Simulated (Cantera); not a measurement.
A closed system holds: 1 mol SiH4, 4.2 mol HCl, 210 mol H2, equilibrated at 0.133 bar.

Method: chemical equilibrium by Gibbs-energy minimisation in Cantera with the NASA 1993 tables (ideal gas, pure condensed phases). Candidate condensed phases: Si; 19 gas species. Rates play no part.

**Question.** Which condensed phases are stable at each of these points (T (K)): 800, 875, 950, 1025, 1100, 1175, 1250, 1325?

**Answer.** 
```csv
T (K),condensed phases,Si condensed (%)
800,gas only,0.0
875,gas only,0.0
950,Si(s),7.8
1025,Si(s),29.2
1100,Si(s),52.7
1175,Si(s),69.9
1250,Si(s),77.2
1325,Si(s),79.0
```

From 800 K to 875 K nothing is condensed. From 950 K to 1325 K the condensed part is Si(s).
